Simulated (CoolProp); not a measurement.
Saturated liquid density (kg/m³) of ethane: the reference equation beside estimates from Tc = 32.2 °C, pc = 48.72 bar, ω = 0.099. Rackett uses Z = 0.29056 − 0.08775 ω.

Values from CoolProp's reference Helmholtz-energy equation of state, Bücker 2006.

```tsv
T (°C)	reference	Rackett	van der Waals	Redlich-Kwong
-134.75	598.4	594.3	387.9	577.4
-129.85	592.8	588.9	384.7	572.2
-125.05	587.4	583.6	381.5	566.9
-120.15	581.7	578.2	378.1	561.4
-115.35	576.1	572.7	374.8	555.8
-110.45	570.4	567.1	371.2	550.0
-105.65	564.7	561.5	367.7	544.1
-100.75	558.8	555.7	364.1	537.9
-95.95	553.0	549.9	360.4	531.7
```

Absolute difference from the reference over all 9 rows, mean and median: Rackett 0.6 and 0.6 %, van der Waals 35.0 and 34.9 %, Redlich-Kwong 3.6 and 3.5 %.
